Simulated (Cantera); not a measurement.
Source: NASA polynomial tables (part measured, part estimated), evaluated in Cantera. Values are per mole of reaction as written; species without (g) are pure solids or liquids, kept so even where they would boil at 1 bar.

3 CuF2(g) + 2 CH3F(g) = 3 H2(g) + 2 CF4(g) + 3 Cu, with ΔH° = -589.9 kJ and ΔS° = -232.2 J/K at 300 K.

### Question
How far is the shortcut ΔG° ≈ ΔH°(300 K) − T·ΔS°(300 K) from the full temperature-dependent value at 2525, 2600, 2675, 2750, 2825 K?

### Answer
```json
[
 {"T (K)": "2525", "shortcut (kJ)": "-3.5", "full (kJ)": "-220.0", "difference (kJ)": "216.4", "difference in log10 K": "-4.48", "condensed phases": "Cu(l)"},
 {"T (K)": "2600", "shortcut (kJ)": "13.9", "full (kJ)": "-213.4", "difference (kJ)": "227.3", "difference in log10 K": "-4.57", "condensed phases": "Cu(l)"},
 {"T (K)": "2675", "shortcut (kJ)": "31.3", "full (kJ)": "-207.0", "difference (kJ)": "238.3", "difference in log10 K": "-4.65", "condensed phases": "Cu(l)"},
 {"T (K)": "2750", "shortcut (kJ)": "48.7", "full (kJ)": "-200.6", "difference (kJ)": "249.3", "difference in log10 K": "-4.74", "condensed phases": "Cu(l)"},
 {"T (K)": "2825", "shortcut (kJ)": "66.1", "full (kJ)": "-194.3", "difference (kJ)": "260.4", "difference in log10 K": "-4.82", "condensed phases": "Cu(l)"}
]
```
The shortcut ignores heat capacities and the phase changes listed.
